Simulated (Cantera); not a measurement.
An adiabatic, constant-pressure homogeneous reactor starts with 7.52 % C2H4, 18.8 % O2, 70.7 % N2, 2.93 % CO2, at 1000 K and 3750 Torr.

Model: GRI-Mech 3.0 (53 species, 325 reactions), integrated in Cantera. GRI-Mech 3.0 was tuned for natural gas; its chemistry of ethylene as a main component is partial and can be far from experiment.

Q: Predict: time of steepest temperature rise; temperature at 7.00 s; equilibrium temperature; x(O2) at 7.00 s; x(CO2) at 7.00 s; x(HCN) at 7.00 s.

A: 
```
Quantity                                                             Value
---------------------------------  ---------------------------------------
time of steepest temperature rise                                  0.140 s
temperature at 7.00 s                                               2714 K
equilibrium temperature                                             2714 K
x(O2) at 7.00 s                    0.00397 (gas-phase equilibrium 0.00397)
x(CO2) at 7.00 s                     0.0980 (gas-phase equilibrium 0.0980)
x(HCN) at 7.00 s                   8.03e-9 (gas-phase equilibrium 8.04e-9)
```
